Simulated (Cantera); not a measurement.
What does this Cantera script print?

```python
import numpy as np
import cantera as ct

gas_names = [...]  # 109 gases of nasa_gas.yaml made of C, Cl, H, Si
cond_names = """
    C(gr) C6H6(L) C7H8(L) C8H18(L),n-octa Si(cr) Si(L) SiC(b)
""".split()


# ... load() reads the species with a 1 bar reference pressure and builds the phases ...
atoms = {
    '(CH3)2SiCl2': {'C': 2, 'H': 6, 'Si': 1, 'CL': 2},
    'HCl': {'H': 1, 'CL': 1},
    'H2': {'H': 2},
}
top_T = {'C(gr)': 4500, 'SiC(b)': 3050}  # K; cautious upper limits of use, not melting points


# ... equilibrate(T, P, feed) seeds the gas with the atoms and calls Mixture.equilibrate('TP', solver="vcs", rtol=1e-11, max_steps=5000) ...
results = []
T = 2023  # K
P = 13332.2  # Pa
for m in [11, 18, 28, 43, 68, 110, 160]:
    feed = {'(CH3)2SiCl2': 1, 'HCl': 0.78, 'H2': m}  # mol
    mix = equilibrate(T, P, feed)
    results.append((T, P, feed, dict(zip(mix.species_names, mix.species_moles))))
    x = sorted(zip(gas.X, gas.species_names), reverse=True)
    print(f"T = {T:g} K  P = {P:g} Pa  n(H2) = {m:g} mol  gas = {mix.phase_moles(0):.4g} mol")
    print("   x: " + "  ".join(f"{s} {v:.3e}" for v, s in x if v > 0.001))
    print("   condensed (mol): " + ("  ".join(f"{mix.phase(i).name} {mix.phase_moles(i):.4g}"
          for i in range(1, mix.n_phases) if mix.phase_moles(i) > 1e-12) or "none"))
```

Output:

```
T = 2023 K  P = 13332.2 Pa  n(H2) = 11 mol  gas = 15.82 mol
   x: H2 8.235e-01  HCL 1.655e-01  H 4.720e-03  SiCL2 4.625e-03
   condensed (mol): C(gr) 1.052  SiC(b) 0.9244
T = 2023 K  P = 13332.2 Pa  n(H2) = 18 mol  gas = 22.84 mol
   x: H2 8.748e-01  HCL 1.168e-01  H 4.865e-03  SiCL2 2.169e-03
   condensed (mol): C(gr) 1.015  SiC(b) 0.9483
T = 2023 K  P = 13332.2 Pa  n(H2) = 28 mol  gas = 32.87 mol
   x: H2 9.106e-01  HCL 8.215e-02  H 4.963e-03  SiCL2 1.031e-03
   condensed (mol): C(gr) 0.9808  SiC(b) 0.9639
T = 2023 K  P = 13332.2 Pa  n(H2) = 43 mol  gas = 47.91 mol
   x: H2 9.365e-01  HCL 5.682e-02  H 5.033e-03
   condensed (mol): C(gr) 0.9428  SiC(b) 0.9743
T = 2023 K  P = 13332.2 Pa  n(H2) = 68 mol  gas = 72.97 mol
   x: H2 9.561e-01  HCL 3.753e-02  H 5.086e-03
   condensed (mol): C(gr) 0.8896  SiC(b) 0.9813
T = 2023 K  P = 13332.2 Pa  n(H2) = 110 mol  gas = 115.1 mol
   x: H2 9.698e-01  HCL 2.389e-02  H 5.122e-03
   condensed (mol): C(gr) 0.8084  SiC(b) 0.9851
T = 2023 K  P = 13332.2 Pa  n(H2) = 160 mol  gas = 165.2 mol
   x: H2 9.771e-01  HCL 1.668e-02  H 5.141e-03
   condensed (mol): C(gr) 0.7153  SiC(b) 0.986
```

These are equilibrium values from Cantera (NASA tables, ideal gas, pure condensed phases), not measurements of a reactor. The feed counts by its element totals alone. The tables' values for SiCl3, SiCl are old estimates; treat these amounts as uncertain.
